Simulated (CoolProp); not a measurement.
Vapour-liquid equilibrium of ethane (1) + C3F8 (R218) (2) at -12.25 °C; x and y are mole fractions of (1).

Values from CoolProp's multi-fluid Helmholtz-energy mixture model, Bücker 2006 and Lemmon 2006; pair parameters Bell 2016.

| x | bubble pressure, mixture model (MPa) | bubble pressure, Raoult's law (MPa) | y, mixture model | y, Raoult's law |
|---|---|---|---|---|
| 0.05 | 0.3984 | 0.3467 | 0.320 | 0.253 |
| 0.125 | 0.5863 | 0.4577 | 0.548 | 0.479 |
| 0.2 | 0.7609 | 0.5687 | 0.662 | 0.616 |
| 0.275 | 0.9143 | 0.6797 | 0.727 | 0.709 |
| 0.35 | 1.044 | 0.7908 | 0.770 | 0.776 |
| 0.425 | [?] | 0.9018 | [?] | 0.826 |
| 0.5 | [?] | 1.013 | 0.824 | 0.865 |
| 0.575 | 1.328 | 1.124 | [?] | 0.897 |
| 0.65 | 1.404 | 1.235 | 0.865 | 0.923 |
| 0.725 | 1.477 | 1.346 | 0.885 | 0.944 |
| 0.8 | 1.551 | 1.457 | 0.909 | 0.963 |
| 0.875 | 1.627 | 1.568 | [?] | 0.978 |
| 0.95 | [?] | 1.679 | [?] | 0.992 |

Some entries are withheld; supply them.


- 0.425, bubble pressure, mixture model (MPa): 1.154
- 0.425, y, mixture model: 0.800
- 0.5, bubble pressure, mixture model (MPa): 1.246
- 0.575, y, mixture model: 0.845
- 0.875, y, mixture model: 0.937
- 0.95, bubble pressure, mixture model (MPa): 1.703
- 0.95, y, mixture model: 0.972

The largest gap from Raoult's law is +34.5 % in bubble pressure, at x = 0.275. No azeotrope shows between x = 0.05 and 0.95.

Pair parameters are fitted to limited data, so mixtures are less certain than the pure fluids.
